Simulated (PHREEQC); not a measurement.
Synthetic water in mmol/kgw, 15 °C, pH 3.84, pe 8.7:

```csv
constituent,mmol/kgw
Na,15.5
K,0.0295
Ca,8.41
Mg,1.56
Cl,11.3
S(6),12
N(5),0.0487
```

Valence states are taken as typed.

The numbers come from PHREEQC with the ion-association model, phreeqc.dat.

This is a speciation only: nothing precipitates in the calculation.

Problem. Estimate the ionic strength.

Solution. ionic strength 0.0464 mol/kgw.

Problem. In which forms is K present?

Solution. K+ 98 %, KSO4- 2.4 % of the K.
